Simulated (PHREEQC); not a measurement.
A solution holds 0.023 mol NH4Cl, 2.8e-06 mol Ca(HCO3)2 and 4e-06 mol Na2SiF6 per kg of water, at 25 °C. Closed to the air; pH follows from the charge balance.

Equilibrium calculation in PHREEQC: ion-association model, phreeqc.dat.

Problem. The ionic strength comes out as 0.0230 mol/kgw. What activity coefficients do H+, Na+, F-, Ca+2, Cl- get?

Solution. H+ 0.89, Na+ 0.87, F- 0.86, Ca+2 0.57, Cl- 0.86.

This is a speciation only: nothing precipitates in the calculation. SiF6-2 is the database's only silicon fluoride.
